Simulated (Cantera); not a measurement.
Input: 1 mol Si2Cl6, 2 mol NH3, 18 mol H2, held at 0.150 bar.

Method: chemical equilibrium by Gibbs-energy minimisation in Cantera with the NASA 1993 tables (ideal gas, pure condensed phases). Candidate condensed phases: NH4Cl, Si, Si3N4; 28 gas species. The feed counts by its element totals alone. The tables' values for SiCl3 are old estimates; treat these amounts as uncertain. The numbers say what is thermodynamically allowed, not how fast it happens. All values below are at 1575 K.

Base state: H2 0.784, HCl 0.169, SiCl2 0.0308, N2 0.0104, SiCl3 0.00359, SiCl4 0.00110, SiHCl3 0.000677, H 9.50e-5 (mole fractions); condensed: Si3N4(s).

**Question.** What changes in the equilibrium state with this change: pressure from 0.150 bar to 1.33 mbar?

**Answer.** 
| species | before | after |
|---|---|---|
| H2 | 0.784 | 0.780 |
| HCl | 0.169 | 0.118 |
| SiCl2 | 0.0308 | 0.0602 |
| N2 | 0.0104 | 0.0400 |
| Si | 9.51e-8 | 4.31e-5 |
| SiCl4 | 0.00110 | 9.26e-6 |
| SiHCl3 | 0.000677 | 8.19e-6 |
| SiH2Cl2 | 6.91e-5 | 1.19e-6 |
| SiCl | 2.80e-6 | 8.32e-5 |
| Si3N4(s), mol | 0.375 | 0 |
| Si(s), mol | 0 | 0.478 |
The tables' values for SiCl3, SiCl are old estimates; treat these amounts as uncertain.
